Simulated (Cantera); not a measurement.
**Thermodynamics of iron carbonyl, mercury and lead vapours, feed Fe(CO)5 + CO + H2**

A closed system holds: 1 mol Fe(CO)5, 4.7 mol CO, 68 mol H2, held at 75.0 Torr.

Cantera equilibrium calculation (NASA polynomials, part measured and part estimated; ideal gas, pure solids and liquids). Candidate condensed phases: C, C6H6, C7H8, C8H18, Fe, Fe(CO)5, FeO, Fe(OH)2, Fe(OH)3, Fe2O3, Fe3O4, H2O; 114 gas species. Condensed phases not in the tables: cementite and carbon dissolved in iron. Kinetics and transport are ignored.

At 627 °C the condensed part is C(graphite) + Fe(α). From 727 °C to 827 °C the condensed part is Fe(α). From 927 °C to 1227 °C the condensed part is Fe(γ).

| T (°C) | x H2 | x CO | x CH4 | x H2O | x CO2 | x H | x Fe | x C2H2 (acetylene) | n C(graphite) | n Fe(α) | n Fe(γ) |
|---|---|---|---|---|---|---|---|---|---|---|---|
| 627 | 0.852 | 0.0994 | 0.0227 | 0.0205 | 0.00551 | 3.41e-10 | <1e-12 | 4.79e-11 | 0.252 | 1.00 | 0 |
| 727 | 0.869 | 0.119 | 0.00595 | 0.00497 | 0.000980 | 6.69e-9 | <1e-12 | 6.75e-10 | 0 | 1.00 | 0 |
| 827 | 0.873 | 0.123 | 0.00173 | 0.00152 | 0.000212 | 7.64e-8 | 1.26e-11 | 4.66e-9 | 0 | 1.00 | 0 |
| 927 | 0.874 | 0.124 | 0.000613 | 0.000556 | 5.75e-5 | 5.84e-7 | 4.96e-10 | 2.31e-8 | 0 | 0 | 1.00 |
| 1027 | 0.875 | 0.125 | 0.000254 | 0.000235 | 1.90e-5 | 3.27e-6 | 1.09e-8 | 8.99e-8 | 0 | 0 | 1.000 |
| 1127 | 0.875 | 0.125 | 0.000119 | 0.000113 | 7.40e-6 | 1.44e-5 | 1.53e-7 | 2.87e-7 | 0 | 0 | 1.000 |
| 1227 | 0.875 | 0.125 | 6.16e-5 | 5.99e-5 | 3.30e-6 | 5.21e-5 | 1.50e-6 | 7.73e-7 | 0 | 0 | 1.000 |
x: gas mole fraction; n: condensed amount in mol.
